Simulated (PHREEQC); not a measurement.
A solution holds 0.01 mol CuSO4, 0.021 mol HCl and 0.00062 mol FeCl3 per kg of water, at 68 °C. Closed to the air; pH follows from the charge balance.

Computed with PHREEQC (ion-association model, phreeqc.dat).

This is a speciation only: nothing precipitates in the calculation.

Problem. Order these Cl species by the share of Cl that they hold, largest first: CuCl2, CuCl+, FeCl+2, Cl-.

Solution. Cl- (94 %), CuCl+ (5.7 %), FeCl+2 (0.17 %), CuCl2 (0.13 %)

Problem. Order these Cu species by the share of Cu that they hold, largest first: CuCl+, CuCl2, Cu+2, CuSO4.

Solution. Cu+2 (75 %), CuCl+ (13 %), CuSO4 (12 %), CuCl2 (0.15 %)

The pH is 1.88 and the ionic strength 0.0432 mol/kgw. The solution is supersaturated, for example in Hematite (slow to form), Goethite (slow to form), so a real one may precipitate; this is no full list. Constants without temperature data keep their 25 °C values here.
